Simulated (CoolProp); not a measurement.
n-heptane along the isotherm 600 K: fugacity coefficient from the reference equation and from simpler models built on Tc = 541.2 K, pc = 27.74 bar, ω = 0.349; each cubic takes its own stable root.

Computed with CoolProp (reference Helmholtz-energy equation of state, Span 2003). It is a short technical equation, of lower accuracy than the large ones.

```csv
p (bar),phase,reference
2.97,gas,0.9744
5.94,gas,0.9491
8.92,gas,0.9239
11.9,gas,0.8990
14.9,gas,0.8742
17.8,gas,0.8504
20.8,gas,0.8260
23.8,gas,0.8018
26.7,gas,0.7787
29.7,supercritical,0.7550
32.7,supercritical,0.7316
35.7,supercritical,0.7084
38.6,supercritical,0.6864
41.6,supercritical,0.6640
```

**Question.** How far does each simpler model (van der Waals, Redlich-Kwong, Soave-Redlich-Kwong, Peng-Robinson) lie from the reference over these 14 states: mean and median of the absolute difference, and the worst?

**Answer.** 
- van der Waals: mean 0.4 %, median 0.4 %, worst -1.5 % at 600 K and 41.6 bar
- Redlich-Kwong: mean 1.0 %, median 0.9 %, worst -2.0 % at 600 K and 41.6 bar
- Soave-Redlich-Kwong: mean 1.1 %, median 0.9 %, worst +2.6 % at 600 K and 41.6 bar
- Peng-Robinson: mean 1.4 %, median 1.6 %, worst -1.9 % at 600 K and 35.7 bar
